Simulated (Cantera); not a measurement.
A perfectly stirred reactor is fed with 40.0 % NO, 60.0 % N2, at 24.8 Torr; it is held at 1900 K, and followed from long to short residence time.

Computed with Cantera and GRI-Mech 3.0 (53 species, 325 reactions). Radical loss at walls, strong at low pressure, is not modelled.

Q: Predict: x(NO) at τ = 11.0 s; x(N2O) at τ = 11.0 s; x(N2) at τ = 11.0 s; x(O2) at τ = 11.0 s; x(O) at τ = 11.0 s; x(NO) at τ = 50.0 ms; x(N2O) at τ = 50.0 ms; x(N2) at τ = 50.0 ms; x(O2) at τ = 50.0 ms; x(O) at τ = 50.0 ms.

A: 
```
Property                  Value
---------------------  --------
x(NO) at τ = 11.0 s       0.292
x(N2O) at τ = 11.0 s    2.87e-5
x(N2) at τ = 11.0 s       0.654
x(O2) at τ = 11.0 s      0.0537
x(O) at τ = 11.0 s     0.000413
x(NO) at τ = 50.0 ms      0.400
x(N2O) at τ = 50.0 ms   4.48e-5
x(N2) at τ = 50.0 ms      0.600
x(O2) at τ = 50.0 ms   0.000120
x(O) at τ = 50.0 ms    0.000101
```
